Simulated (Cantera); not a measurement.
Charge: 1 mol MgO, 0.11 mol SO3, 26 mol N2, at 1425 K and 100000 Pa.

Method: chemical equilibrium by Gibbs-energy minimisation in Cantera with the NASA 1993 tables (ideal gas, pure condensed phases). Candidate condensed phases: Mg, MgO, MgS, MgSO4, S; 22 gas species. Kinetics and transport are ignored.

Base state: N2 0.994, SO2 0.00419, O2 0.00205, NO 9.23e-5, SO3 1.06e-5 (mole fractions); condensed: MgO(s).

### Question
What changes in the equilibrium state with this change: SO3 from 0.11 to 0.066 mol?

### Answer
| species | before | after |
|---|---|---|
| N2 | 0.994 | 0.996 |
| SO2 | 0.00419 | 0.00252 |
| O2 | 0.00205 | 0.00123 |
| SO3 | 1.06e-5 | 4.95e-6 |
| NO | 9.23e-5 | 7.15e-5 |
| MgO(s), mol | 1.00 | 1.00 |
